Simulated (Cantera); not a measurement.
What does this Cantera script print?

```python
import numpy as np
import cantera as ct

gas = ct.Solution("h2o2.yaml")
gas.TPX = 575, 13332, {'H2': 1, 'O2': 0.588, 'N2': 2.24}
flame = ct.FreeFlame(gas, width=0.16)
flame.set_refine_criteria(ratio=3, slope=0.08, curve=0.16)
flame.transport_model = "unity-Lewis-number"
flame.solve(loglevel=0, auto=True)
z, T = flame.grid, flame.T
thick = (T[-1] - T[0]) / np.gradient(T, z).max()
show = ['H2', 'O2', 'H2O2', 'HO2', 'H', 'H2O']
print(f"laminar burning velocity  {flame.velocity[0] * 100:.3f} cm/s")
print(f"burnt temperature         {T[-1]:.1f} K")
print(f"thermal thickness         {thick * 1e3:.4f} mm")
print(f"grid points               {len(z)}")
z0 = z[flame.heat_release_rate.argmax()]
print(f"{'z/mm':>9s}{'T/K':>9s}{'u/(m/s)':>9s}" + "".join(f"{s:>11s}" for s in show))
rows = []
for k in (-3, -2, -1.5, -1, -0.5, -0.25, 0, 0.25, 0.5, 1, 2, 4, 8):
    zz = z0 + k * thick
    rows.append([k * thick, np.interp(zz, z, T), np.interp(zz, z, flame.velocity),
                 *(np.interp(zz, z, flame.X[gas.species_index(s)]) for s in show)])
    print(f"{rows[-1][0] * 1e3:9.3f}{rows[-1][1]:9.1f}{rows[-1][2]:9.3f}" + "".join(f"{x:11.3e}" for x in rows[-1][3:]))
```

Result:

```
laminar burning velocity  323.147 cm/s
burnt temperature         2331.0 K
thermal thickness         4.5943 mm
grid points               134
     z/mm      T/K  u/(m/s)         H2         O2       H2O2        HO2          H        H2O
  -13.783    575.0    3.231  2.612e-01  1.536e-01  1.444e-13  1.577e-11  3.377e-16  2.204e-10
   -9.189    575.0    3.231  2.612e-01  1.536e-01  5.877e-12  6.415e-10  1.712e-13  8.978e-09
   -6.891    575.0    3.231  2.612e-01  1.536e-01  7.378e-11  8.030e-09  1.059e-11  1.128e-07
   -4.594    575.0    3.232  2.612e-01  1.536e-01  3.173e-09  3.389e-07  4.260e-09  4.876e-06
   -2.297    583.5    3.278  2.602e-01  1.531e-01  4.152e-07  3.520e-05  4.018e-05  1.097e-03
   -1.149    710.1    3.958  2.404e-01  1.442e-01  7.111e-07  3.858e-05  4.044e-03  2.084e-02
    0.000   1104.5    6.014  1.130e-01  8.985e-02  7.497e-07  1.501e-05  5.576e-02  1.272e-01
    1.149   1364.1    7.299  3.817e-02  5.209e-02  9.102e-07  6.975e-06  7.671e-02  1.938e-01
    2.297   1489.0    7.891  3.522e-02  4.714e-02  6.842e-07  5.338e-06  6.556e-02  2.038e-01
    4.594   1634.3    8.561  3.528e-02  4.378e-02  3.924e-07  4.085e-06  5.112e-02  2.127e-01
    9.189   1790.6    9.262  3.367e-02  4.028e-02  2.005e-07  3.050e-06  3.709e-02  2.236e-01
   18.377   1947.6    9.946  3.003e-02  3.674e-02  1.073e-07  2.227e-06  2.473e-02  2.363e-01
   36.754   2094.7   10.570  2.462e-02  3.334e-02  6.721e-08  1.686e-06  1.487e-02  2.500e-01
```

Computed with Cantera and the H2/O2 subset of GRI-Mech 3.0, which has no nitrogen chemistry. Unity Lewis numbers drop preferential diffusion, which matters most where H2 and H carry the flame. Burning velocities carry a grid error of a few per cent, more on coarse grids.
